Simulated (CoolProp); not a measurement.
Properties of oxygen along the isotherm -175.85 °C.

Model: reference Helmholtz-energy equation of state, Schmidt 1985, in CoolProp.

```tsv
p (bar)	phase	density (kg/m³)	speed of sound (m/s)	viscosity (µPa s)	conductivity (mW/(m K))
56.1	liquid	1119	874.9	172	145
112	liquid	1132	902.6	182	149
168	liquid	1144	928.0	192	153
224	liquid	1155	951.5	202	157
280	liquid	1165	973.7	211	161
336	liquid	1174	994.6	221	165
392	liquid	1184	1015	230	168
449	liquid	1192	1034	240	172
505	liquid	1201	1053	249	175
```

Viscosity comes from a separate model (Lemmon 2004). Thermal conductivity comes from a separate model (Lemmon 2004).
